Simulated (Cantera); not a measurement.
Feed: 1 mol BaF2, 4.8 mol H2O, 4.6 mol N2, 0.44 mol H2, equilibrated at 600 Pa.

Method: chemical equilibrium by Gibbs-energy minimisation in Cantera with the NASA 1993 tables (ideal gas, pure condensed phases). Candidate condensed phases: Ba, BaF2, BaO, Ba(OH)2, H2O; 45 gas species. Mutual solubility and eutectic melting of coexisting phases are not modelled. Rates play no part.

Q: Which condensed phases are stable at each of these points (T (K)): 1650, 1700, 1750, 1800, 1850, 1900, 1950, 2000, 2050?

A: 
```
T (K)  condensed phases  Ba condensed (%)
-----  ----------------  ----------------
1650   BaF2(l) + BaO(s)              27.5
1700             BaO(s)              17.9
1750             BaO(s)              16.5
1800             BaO(s)              14.8
1850             BaO(s)              12.8
1900             BaO(s)              10.2
1950             BaO(s)               7.0
2000             BaO(s)               3.1
2050           gas only               0.0
```

At 1650 K the condensed part is BaF2(l) + BaO(s). From 1700 K to 2000 K the condensed part is BaO(s). At 2050 K nothing is condensed.
